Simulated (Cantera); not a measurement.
# Si2H6 + Cl2 + H2 (silicon epitaxy and polysilicon growth)

Charge: 1 mol Si2H6, a varied amount of Cl2, 9.1 mol H2, equilibrated at 1352 °C and 113 Torr.

Method: chemical equilibrium by Gibbs-energy minimisation in Cantera with the NASA 1993 tables (ideal gas, pure condensed phases). Candidate condensed phases: Si; 19 gas species. The feed counts by its element totals alone. The tables' values for SiCl3 are old estimates; treat these amounts as uncertain. Kinetics and transport are ignored.

```tsv
n(Cl2) (mol)	log p H2	log p HCl	log p SiCl2	log p H	n Si(s)
0.025	-0.83	-3.22	-5.07	-4.56	2.00
0.072	-0.83	-2.78	-4.19	-4.57	1.99
0.12	-0.83	-2.58	-3.79	-4.57	1.99
0.17	-0.84	-2.45	-3.52	-4.57	1.97
0.21	-0.84	-2.37	-3.37	-4.57	1.96
0.26	-0.84	-2.30	-3.21	-4.57	1.95
0.31	-0.84	-2.24	-3.09	-4.57	1.93
0.35	-0.85	-2.20	-3.00	-4.57	1.92
```
log p: log10 of the partial pressure in bar; n: condensed amount in mol.

From 0.025 mol Cl2 to 0.35 mol Cl2 the condensed part is Si(s). The main Si-bearing gas is SiCl2 throughout. The share of Si in condensed phases is highest at 0.025 mol Cl2 (100.0 %) and lowest at 0.35 mol Cl2 (95.8 %).
